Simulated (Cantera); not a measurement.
## Hydrocarbon pyrolysis for carbon deposition

An isothermal, constant-pressure homogeneous reactor starts with 1.25 % C2H6, 98.8 % N2, at 1325 K and 20.0 Torr.

Cantera simulation using GRI-Mech 3.0 (53 species, 325 reactions); the numbers are that mechanism's predictions, not measurements. GRI-Mech 3.0 stops at C3 and has no aromatics, soot or wall deposition, so with more carbon than oxygen in the feed, carbon stays in small species such as C2H2 where larger ones or solid carbon would form. Radical loss at walls, strong at low pressure, is not modelled.

```
t (s)       x C2H6    x C2H4      x H2     x CH3     x CH4     x CH2     x HCN
--------  --------  --------  --------  --------  --------  --------  --------
0.000300    0.0125   2.88e-7   1.83e-7   2.61e-5   3.74e-7  2.48e-10    <1e-12
0.000949    0.0124   8.09e-6   6.89e-6   7.92e-5   3.65e-6   6.93e-9  1.85e-12
0.00300     0.0122  0.000197  0.000185  0.000220   3.37e-5   1.01e-7   2.17e-9
0.00949     0.0103   0.00179   0.00173  0.000435  0.000272   3.15e-7   3.65e-8
0.0300     0.00483   0.00608   0.00671  0.000349   0.00129   3.18e-7   1.00e-7
0.0949    0.000355   0.00677    0.0133   9.50e-5   0.00249   8.27e-8   1.57e-7
0.300      1.24e-5   0.00398    0.0167   2.00e-5   0.00257   4.93e-9   1.64e-7
0.949      1.11e-6   0.00228    0.0184   6.15e-6   0.00257  4.79e-10   1.65e-7
3.00       2.37e-7   0.00107    0.0196   2.80e-6   0.00256  9.96e-11   1.64e-7
```
x: mole fraction; the columns are a selection and need not sum to one.

Equilibrium at this temperature and pressure: C2H6 7.92e-11, C2H4 3.12e-6, H2 0.0243, CH3 4.50e-8, CH4 3.53e-5, CH2 1.86e-12, HCN 0.0197 (gas phase only).
